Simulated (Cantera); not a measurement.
**BN + NF₃ (nitride etching)**

Feed: 1 mol BN, 2.8 mol NF₃, equilibrated at 950 K and 22.0 Pa.

Cantera equilibrium calculation (NASA polynomials, part measured and part estimated; ideal gas, pure solids and liquids). Candidate condensed phases: B, BN; 13 gas species. Equilibrium is a limit: real reactors are often held back by kinetics, nucleation or transport.

```
Quantity                            Result
-------------------------------  ---------
x(F)                                 0.617
x(N₂)                                0.235
x(BF₃)                               0.123
x(F₂)                               0.0247
gas amount                       8.100 mol
log10 activity of B(s) (absent)     -56.03
```
